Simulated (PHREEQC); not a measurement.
Make-up at 25 °C: 0.09 mol NaH2PO4, 0.0019 mol K2HPO4 and 0.0017 mol H4SiO4 per kg of water. Closed to the air; pH follows from the charge balance.

The numbers come from PHREEQC with the ion-association model, phreeqc.dat.

This is a speciation only: nothing precipitates in the calculation.

Estimate the pH, specific conductance, ionic strength.

pH 5.20; specific conductance 6510 µS/cm; ionic strength 0.0955 mol/kgw.

In which forms is P present?

H2PO4- 98 %, HPO4-2 2.0 % of the P.

The solution is supersaturated, for example in Quartz (slow to form), Chalcedony (slow to form), so a real one may precipitate; this is no full list.
